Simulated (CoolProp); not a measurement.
Ethanol along the isobar 21.9 MPa: fugacity coefficient from the reference equation and from simpler models built on Tc = 514.7 K, pc = 6.268 MPa, ω = 0.644; each cubic takes its own stable root.

The numbers come from the reference Helmholtz-energy equation of state, Schroeder 2014 in CoolProp.

| T (K) | phase | reference | van der Waals | Redlich-Kwong | Soave-Redlich-Kwong | Peng-Robinson |
|---|---|---|---|---|---|---|
| 426.4 | liquid | 0.06371 | 0.1985 | 0.1228 | 0.07073 | 0.06612 |
| 447.7 | liquid | 0.09898 | 0.2314 | 0.1594 | 0.1093 | 0.1017 |
| 469 | liquid | 0.1445 | 0.2656 | 0.1999 | 0.1586 | 0.1470 |
| 490.2 | liquid | 0.1998 | 0.3005 | 0.2432 | 0.2176 | 0.2013 |
| 511.5 | liquid | 0.2638 | 0.3361 | 0.2889 | 0.2852 | 0.2636 |
| 532.8 | supercritical | 0.3342 | 0.3719 | 0.3357 | 0.3583 | 0.3310 |
| 554 | supercritical | 0.4072 | 0.4073 | 0.3825 | 0.4332 | 0.4003 |
| 575.3 | supercritical | 0.4800 | 0.4424 | 0.4289 | 0.5074 | 0.4690 |
| 596.6 | supercritical | 0.5484 | 0.4768 | 0.4739 | 0.5778 | 0.5345 |
